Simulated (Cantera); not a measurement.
Input: 1 mol SiH2Cl2, 2.3 mol N2, held at 948 K and 1.33 mbar.

Method: chemical equilibrium by Gibbs-energy minimisation in Cantera with the NASA 1993 tables (ideal gas, pure condensed phases). Candidate condensed phases: NH4Cl, Si, Si3N4; 28 gas species. N2 is the only nitrogen source here; it is nearly inert below about 1500 K, so the nitride shown seldom forms there in practice. The tables' values for SiCl3 are old estimates; treat these amounts as uncertain. Rates play no part.

Base state: N2 0.497, HCl 0.329, H2 0.116, SiCl4 0.0578, SiHCl3 9.15e-5, SiCl3 6.32e-5 (mole fractions); condensed: Si3N4(s).

Problem. What changes in the equilibrium state with this change: temperature from 948 K to 2098 K?

Solution. 
| species | before | after |
|---|---|---|
| N2 | 0.497 | 0.485 |
| H2 | 0.116 | 0.136 |
| SiCl2 | 2.34e-6 | 0.135 |
| HCl | 0.329 | 0.118 |
| Si | <1e-9 | 0.0601 |
| SiCl | <1e-9 | 0.0133 |
| H | 4.89e-9 | 0.0311 |
| Cl | 1.32e-8 | 0.0199 |
| SiCl4 | 0.0578 | 5.03e-7 |
| Si2 | <1e-9 | 0.000478 |
| SiH | <1e-9 | 0.000441 |
| SiN | <1e-9 | 0.000318 |
| Si2N | <1e-9 | 0.000235 |
| Si3N4(s), mol | 0.264 | 0 |
The tables' values for SiCl, SiN, SiCl3 are old estimates; treat these amounts as uncertain. Gases not in the tables: Si2H6 and higher silanes.
